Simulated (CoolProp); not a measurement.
Computed with CoolProp (reference Helmholtz-energy equation of state, Lemmon 2004). It is a short technical equation, of lower accuracy than the large ones.

Task: For n-dodecane, give the phase and the density (kg/m³), cp (kJ/(kg K)), expansivity (1/kK), viscosity (µPa s) at 620 K and 8.26 MPa.

Result: 
- 620 K and 8.26 MPa: liquid; density 501, cp 3.37, expansivity 1.93, viscosity 99.8

Viscosity comes from a separate model (Huber 2004).
